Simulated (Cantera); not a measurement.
A Cantera script and its output.

```python
import numpy as np
import cantera as ct

gas = ct.Solution("gri30.yaml")
gas.TPX = 1023, 1700000, {'H2': 1, 'O2': 0.568, 'N2': 3.6}
reactor = ct.IdealGasConstPressureReactor(gas, energy="on", clone=False)
net = ct.ReactorNet([reactor])
net.rtol, net.atol = 1e-08, 1e-16
show = ['H2', 'O2', 'NO', 'O', 'N2O', 'H2O']
times = np.geomspace(3e-06, 0.6, 15)

steps = ct.SolutionArray(gas, extra=["t"])
rows = []
print(f"{'t/s':>10s}{'T/K':>9s}{'P/Pa':>11s}" + "".join(f"{s:>11s}" for s in show))
for t in times:
    while net.time < t:
        t_next = net.step()
        steps.append(gas.state, t=t_next)
    rows.append([np.interp(t, steps.t, y) for y in (steps.T, steps.P, *steps(*show).X.T)])
    print(f"{t:10.3e}{rows[-1][0]:9.1f}{rows[-1][1]:11.4g}" + "".join(f"{x:11.3e}" for x in rows[-1][2:]))
rate = np.gradient(steps.T, steps.t)
print("integrator steps:", len(steps.t))
if steps.T.max() > steps.T[0] + 200:
    print(f"time of steepest temperature rise: {steps.t[rate.argmax()]:.4e} s")
gas.TPX = 1023, 1700000, {'H2': 1, 'O2': 0.568, 'N2': 3.6}
gas.equilibrate("HP")
print(f"equilibrium (HP): T = {gas.T:.1f} K  " + "  ".join(f"{s} {gas[s].X[0]:.3e}" for s in show))
```

Output:

```
       t/s      T/K       P/Pa         H2         O2         NO          O        N2O        H2O
 3.000e-06   1023.0    1.7e+06  1.935e-01  1.099e-01  5.381e-23  3.407e-12  1.842e-16  1.780e-10
 7.174e-06   1023.0    1.7e+06  1.935e-01  1.099e-01  1.449e-22  3.509e-12  5.359e-16  4.447e-10
 1.716e-05   1023.0    1.7e+06  1.935e-01  1.099e-01  3.824e-22  3.760e-12  1.765e-15  1.123e-09
 4.103e-05   1023.0    1.7e+06  1.935e-01  1.099e-01  1.072e-21  4.399e-12  6.944e-15  3.046e-09
 9.811e-05   1023.0    1.7e+06  1.935e-01  1.099e-01  3.644e-21  6.172e-12  3.258e-14  1.033e-08
 2.346e-04   1023.0    1.7e+06  1.935e-01  1.099e-01  1.980e-20  1.208e-11  1.790e-13  5.631e-08
 5.610e-04   1023.0    1.7e+06  1.935e-01  1.099e-01  2.943e-19  4.168e-11  1.268e-12  5.528e-07
 1.342e-03   1023.1    1.7e+06  1.935e-01  1.099e-01  2.024e-17  3.460e-10  1.577e-11  1.143e-05
 3.208e-03   1027.2    1.7e+06  1.929e-01  1.095e-01  1.798e-15  4.591e-09  2.488e-10  4.780e-04
 7.672e-03   2386.6    1.7e+06  1.465e-03  1.376e-02  1.038e-03  2.310e-04  1.010e-06  2.105e-01
 1.835e-02   2381.3    1.7e+06  1.493e-03  1.252e-02  3.632e-03  2.140e-04  9.911e-07  2.105e-01
 4.387e-02   2379.7    1.7e+06  1.502e-03  1.217e-02  4.371e-03  2.093e-04  9.909e-07  2.106e-01
 1.049e-01   2379.7    1.7e+06  1.503e-03  1.216e-02  4.390e-03  2.092e-04  9.909e-07  2.106e-01
 2.509e-01   2379.7    1.7e+06  1.503e-03  1.216e-02  4.390e-03  2.092e-04  9.909e-07  2.106e-01
 6.000e-01   2379.7    1.7e+06  1.503e-03  1.216e-02  4.390e-03  2.092e-04  9.909e-07  2.106e-01
integrator steps: 1837
time of steepest temperature rise: 5.6101e-03 s
equilibrium (HP): T = 2379.7 K  H2 1.503e-03  O2 1.216e-02  NO 4.390e-03  O 2.092e-04  N2O 9.909e-07  H2O 2.106e-01
```

Detailed kinetics in Cantera: GRI-Mech 3.0 (53 species, 325 reactions). The hydrogen kinetics of GRI-Mech 3.0 are dated; newer H2 mechanisms differ, most at raised pressure. The pressure lies above the range GRI-Mech 3.0 was tuned for (to about 10 atm).
